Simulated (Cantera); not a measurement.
What does this Cantera script print?

```python
import numpy as np
import cantera as ct

gas_names = """
    F FO FO2 F2 F2O H HF HOF HO2 H2 H2F2 H2O H2O2 H3F3 H4F4 H5F5 H6F6 H7F7 O OH O2 O3 Si SiF SiF2 SiF3
    SiF4 SiH SiHF3 SiH2 SiH2F2 SiH3 SiH3F SiH4 SiO SiO2 Si2 Si3
""".split()
cond_names = """
    H2O(s) H2O(L) Si(cr) Si(L) SiO2(Lqz) SiO2(hqz) SiO2(L)
""".split()


# ... load() reads the species with a 1 bar reference pressure and builds the phases ...
atoms = {
    'SiF4': {'Si': 1, 'F': 4},
    'O2': {'O': 2},
    'H2O': {'H': 2, 'O': 1},
}
top_T = {}  # K; cautious upper limits of use, not melting points


# ... equilibrate(T, P, feed) seeds the gas with the atoms and calls Mixture.equilibrate('TP', solver="vcs", rtol=1e-11, max_steps=5000) ...
results = []
feed = {'SiF4': 1, 'O2': 0.31, 'H2O': 0.2}  # mol
T = 1198.15  # K
P = 6.3  # Pa
mix = equilibrate(T, P, feed)
results.append((T, P, feed, dict(zip(mix.species_names, mix.species_moles))))
print(gas.report(threshold=1e-05))
for i in range(1, mix.n_phases):
    print(f"{mix.phase(i).name:16s} {mix.phase_moles(i):12.5e} mol")
```

Output:

```
       temperature   1198.2 K
          pressure   6.3 Pa
           density   4.3853e-05 kg/m^3
  mean mol. weight   69.343 kg/kmol
   phase of matter   gas

                          1 kg             1 kmol
                     ---------------   ---------------
          enthalpy       -1.3131e+07       -9.1056e+08  J
   internal energy       -1.3275e+07       -9.2053e+08  J
           entropy              6056        4.1994e+05  J/K
    Gibbs function       -2.0387e+07       -1.4137e+09  J
 heat capacity c_p            1046.8             72586  J/K
 heat capacity c_v            926.86             64271  J/K

                      mass frac. Y      mole frac. X     chem. pot. / RT
                     ---------------   ---------------   ---------------
                HF          0.071424           0.24756           -61.582
               H2O        0.00012288        0.00047297           -67.063
                O2           0.08887           0.19259           -38.402
              SiF4           0.83958           0.55937           -213.16
     [  +34 minor]        9.4942e-07        3.8265e-06

Si(cr)            0.00000e+00 mol
SiO2(hqz)         9.96186e-02 mol
```

Cantera equilibrium calculation (NASA polynomials, part measured and part estimated; ideal gas, pure solids and liquids). The tables hold silica as quartz up to 1696 K and as liquid above; real silica turns to tridymite and cristobalite and melts near 1996 K.
